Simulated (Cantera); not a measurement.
Source: NASA polynomial tables (part measured, part estimated), evaluated in Cantera. Values are per mole of reaction as written; species without (g) are pure solids or liquids, kept so even where they would boil at 1 bar.

Between 350 and 600 K, where is each reaction favourable under standard conditions?
- 2 Ba + S₂(g) = 2 BaS
- 2 H₂(g) + S₂(g) = 2 H₂S(g)
- Ni + S₂(g) = NiS₂


- 2 Ba + S₂(g) = 2 BaS: ΔG° is -987 kJ at 350 K and -939 kJ at 600 K; it stays negative (K > 1). ΔH° is -1053 kJ and ΔS° -190 J/K at 600 K.
- 2 H₂(g) + S₂(g) = 2 H₂S(g): ΔG° is -142 kJ at 350 K and -120 kJ at 600 K; it stays negative (K > 1). ΔH° is -175 kJ and ΔS° -92 J/K at 600 K.
- Ni + S₂(g) = NiS₂: ΔG° is -195 kJ at 350 K and -149 kJ at 600 K; it stays negative (K > 1). ΔH° is -257 kJ and ΔS° -179 J/K at 600 K.
